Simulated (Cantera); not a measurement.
Input: 1 mol Si2H6, 0.54 mol Cl2, a varied amount of N2, at 600 °C and 0.133 bar.

These are equilibrium values from Cantera (NASA tables, ideal gas, pure condensed phases), not measurements of a reactor. Candidate condensed phases: NH4Cl, Si, Si3N4; 28 gas species. The feed counts by its element totals alone. N2 is the only nitrogen source here; it is nearly inert below about 1500 K, so the nitride shown seldom forms there in practice. The numbers say what is thermodynamically allowed, not how fast it happens.

x: gas mole fraction; n: condensed amount in mol.

```tsv
n(N2) (mol)	x N2	x H2	x HCl	x SiCl4	x NH3	x SiHCl3	x SiCl3	n Si3N4(s)
15	0.794	0.143	0.0618	0.000231	9.79e-6	___	2.21e-8	0.665
21	0.848	0.106	0.0460	0.000124	6.45e-6	___	1.37e-8	0.666
31	0.893	0.0742	0.0323	5.92e-5	3.86e-6	___	7.82e-9	0.666
45	0.925	0.0522	0.0228	2.89e-5	2.32e-6	___	4.54e-9	0.666
65	0.947	0.0366	0.0160	1.41e-5	1.38e-6	___	2.65e-9	0.666
95	0.964	0.0253	0.0111	6.71e-6	8.00e-7	___	1.51e-9	0.666
140	0.975	0.0173	0.00758	3.12e-6	4.55e-7	___	8.48e-10	0.667
200	0.982	0.0122	0.00533	1.54e-6	2.69e-7	___	4.99e-10	0.667
```

### Question
Some entries are withheld; supply them.

### Answer

- 15, x SiHCl3: 1.15e-6
- 21, x SiHCl3: 6.11e-7
- 31, x SiHCl3: 2.91e-7
- 45, x SiHCl3: 1.42e-7
- 65, x SiHCl3: 6.92e-8
- 95, x SiHCl3: 3.28e-8
- 140, x SiHCl3: 1.53e-8
- 200, x SiHCl3: 7.52e-9
